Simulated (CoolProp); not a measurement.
Saturated liquid density (kg/m³) of methane: the reference equation beside estimates from Tc = -82.6 °C, pc = 4599 kPa, ω = 0.011. Rackett uses Z = 0.29056 − 0.08775 ω.

Values from CoolProp's reference Helmholtz-energy equation of state, Setzmann 1991.

```
T (°C)   reference  Rackett  van der Waals  Soave-Redlich-Kwong
-------  ---------  -------  -------------  -------------------
-172.75      438.3    437.5          300.6                438.6
-166.05      428.9    428.1          294.3                428.4
-159.25      419.1    418.1          287.5                417.4
-152.55      409.0    408.0          280.5                405.7
-145.75      398.3    397.2          272.9                393.0
-139.05      387.2    386.0          264.9                379.6
-132.25      375.2    374.0          256.3                364.8
-125.55      362.7    361.4          247.1                349.0
-118.75      348.8    347.7          237.0                331.3
-112.05      333.7    332.7          226.0                312.0
```

Absolute difference from the reference over all 10 rows, mean and median: Rackett 0.3 and 0.3 %, van der Waals 31.7 and 31.5 %, Soave-Redlich-Kwong 2.3 and 1.6 %.
